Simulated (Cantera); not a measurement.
## Hydrocarbon pyrolysis for carbon deposition

A perfectly stirred reactor is fed with 45.5 % CH4, 54.5 % N2, at 760 Torr; it is held at 1600 K, and followed from long to short residence time.

Computed with Cantera and GRI-Mech 3.0 (53 species, 325 reactions). GRI-Mech 3.0 stops at C3 and has no aromatics, soot or wall deposition, so with more carbon than oxygen in the feed, carbon stays in small species such as C2H2 where larger ones or solid carbon would form.

| τ (s) | x CH4 | x CH3 | x C2H6 | x H | x C2H2 | x H2 |
|---|---|---|---|---|---|---|
| 4.4 | 0.0487 | 7.78e-5 | 1.87e-5 | 3.27e-5 | 0.134 | 0.415 |
| 1.2 | 0.0790 | 0.000118 | 3.75e-5 | 2.84e-5 | 0.124 | 0.384 |
| 0.35 | 0.138 | 0.000194 | 0.000100 | 2.26e-5 | 0.105 | 0.323 |
| 0.10 | 0.229 | 0.000315 | 0.000280 | 1.57e-5 | 0.0733 | 0.229 |
| 0.029 | 0.326 | 0.000465 | 0.000657 | 9.40e-6 | 0.0388 | 0.129 |
| 0.0082 | 0.399 | 0.000607 | 0.00118 | 4.38e-6 | 0.0124 | 0.0520 |
| 0.0023 | 0.438 | 0.000627 | 0.00124 | 1.38e-6 | 0.00154 | 0.0131 |
| 0.00066 | 0.451 | 0.000465 | 0.000567 | 3.93e-7 | 6.03e-5 | 0.00220 |
x: mole fraction; the columns are a selection and need not sum to one.
